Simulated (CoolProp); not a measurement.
Properties of toluene along the isotherm 620 K.

Values from CoolProp's reference Helmholtz-energy equation of state, Lemmon 2006. It is a short technical equation, of lower accuracy than the large ones.

```
p (MPa)          phase  density (kg/m³)  isothermal compressibility (1/MPa)  expansivity (1/kK)  viscosity (µPa s)
-------  -------------  ---------------  ----------------------------------  ------------------  -----------------
1.59               gas            32.68                              0.7310               2.549               14.5
3.17               gas            79.38                              0.4711               4.831               15.4
4.76     supercritical            170.3                              0.5532               15.14               19.0
6.35     supercritical            386.3                              0.1799               14.19               41.8
7.94     supercritical            450.3                             0.05651               6.358               54.0
9.52     supercritical            481.8                             0.03315               4.485               61.3
11.1     supercritical            503.4                             0.02345               3.602               66.8
12.7     supercritical            520.2                             0.01810               3.067               71.4
14.3     supercritical            534.0                             0.01474               2.707               75.5
15.9     supercritical            545.7                             0.01244               2.444               79.1
17.5     supercritical            555.8                             0.01077               2.242               82.4
19       supercritical            564.4                            0.009567               2.090               85.2
20.6     supercritical            572.6                            0.008550               1.957               88.1
```

Viscosity comes from a separate model (Avgeri 2015).
